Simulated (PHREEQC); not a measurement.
1 kg of water holding 0.0097 mol/kgw Na2CO3, 0.54 mol/kgw Na2SO4 and 0.014 mol/kgw KCl is evaporated at 20 °C; the solids stay in contact with the brine. No CO2 enters from the air. Only these solids could form: Arcanite, Burkeite, Glaserite, Halite, Kalicinite, Mirabilite, Misenite, Nahcolite, Natron, Sylvite, Thenardite, Trona.

Base run: PHREEQC, Pitzer model, pitzer.dat. Each further column changes one thing. The table gives ionic strength.

```csv
H2O removed (mol),base,temperature from 20 to 5 °C
0,1.66,1.37
18.01,2.46,1.39
30.18,3.64,1.44
38.4,4.31,1.51
41.44,4.38,1.58
46.01,4.65,1.86
49.09,6.22,3.54
```

 Constants without temperature data keep their 25 °C values here.
